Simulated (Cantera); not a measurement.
An adiabatic, constant-volume homogeneous reactor starts with 13.4 % CH₄, 2.01 % C₂H₆, 17.8 % O₂, 66.8 % N₂, equivalence ratio 1.9, at 1350 K and 1000000 Pa.

Computed with Cantera and GRI-Mech 3.0 (53 species, 325 reactions).

x: mole fraction; the columns are a selection and need not sum to one.

```json
[
 {"t (s)": "7.00e-6", "T (K)": "1350", "P (bar)": "10.00", "x CH₄": "0.134", "x C₂H₆": "0.0200", "x O₂": "0.178", "x C₂H₄": "6.31e-6", "x OH": "___", "x CO₂": "7.37e-10"},
 {"t (s)": "1.67e-5", "T (K)": "1350", "P (bar)": "10.00", "x CH₄": "0.134", "x C₂H₆": "0.0200", "x O₂": "0.178", "x C₂H₄": "4.09e-5", "x OH": "___", "x CO₂": "1.11e-8"},
 {"t (s)": "3.99e-5", "T (K)": "1351", "P (bar)": "10.0", "x CH₄": "0.133", "x C₂H₆": "0.0197", "x O₂": "0.177", "x C₂H₄": "0.000329", "x OH": "___", "x CO₂": "2.29e-7"},
 {"t (s)": "9.51e-5", "T (K)": "1373", "P (bar)": "10.2", "x CH₄": "0.130", "x C₂H₆": "0.0176", "x O₂": "0.174", "x C₂H₄": "0.00270", "x OH": "___", "x CO₂": "7.38e-6"},
 {"t (s)": "0.000227", "T (K)": "2805", "P (bar)": "24.4", "x CH₄": "1.70e-9", "x C₂H₆": "<1e-12", "x O₂": "1.90e-5", "x C₂H₄": "<1e-12", "x OH": "0.00172", "x CO₂": "0.0179"},
 {"t (s)": "0.000542", "T (K)": "2806", "P (bar)": "24.4", "x CH₄": "1.69e-9", "x C₂H₆": "<1e-12", "x O₂": "1.91e-5", "x C₂H₄": "<1e-12", "x OH": "0.00173", "x CO₂": "0.0179"},
 {"t (s)": "0.00129", "T (K)": "2806", "P (bar)": "24.4", "x CH₄": "1.68e-9", "x C₂H₆": "<1e-12", "x O₂": "1.91e-5", "x C₂H₄": "<1e-12", "x OH": "0.00173", "x CO₂": "0.0179"},
 {"t (s)": "0.00308", "T (K)": "2806", "P (bar)": "24.4", "x CH₄": "1.68e-9", "x C₂H₆": "<1e-12", "x O₂": "1.91e-5", "x C₂H₄": "<1e-12", "x OH": "0.00173", "x CO₂": "0.0179"},
 {"t (s)": "0.00736", "T (K)": "2806", "P (bar)": "24.4", "x CH₄": "1.68e-9", "x C₂H₆": "<1e-12", "x O₂": "1.91e-5", "x C₂H₄": "<1e-12", "x OH": "0.00173", "x CO₂": "0.0179"},
 {"t (s)": "0.0176", "T (K)": "2806", "P (bar)": "24.4", "x CH₄": "1.68e-9", "x C₂H₆": "<1e-12", "x O₂": "1.91e-5", "x C₂H₄": "<1e-12", "x OH": "0.00173", "x CO₂": "0.0179"},
 {"t (s)": "0.0419", "T (K)": "2806", "P (bar)": "24.4", "x CH₄": "1.68e-9", "x C₂H₆": "<1e-12", "x O₂": "1.91e-5", "x C₂H₄": "<1e-12", "x OH": "0.00173", "x CO₂": "0.0179"},
 {"t (s)": "0.100", "T (K)": "2806", "P (bar)": "24.4", "x CH₄": "1.68e-9", "x C₂H₆": "<1e-12", "x O₂": "1.91e-5", "x C₂H₄": "<1e-12", "x OH": "0.00173", "x CO₂": "0.0179"}
]
```

What belongs in the gaps?


- 7.00e-6, x OH: 2.08e-8
- 1.67e-5, x OH: 9.88e-8
- 3.99e-5, x OH: 5.02e-7
- 9.51e-5, x OH: 2.35e-6
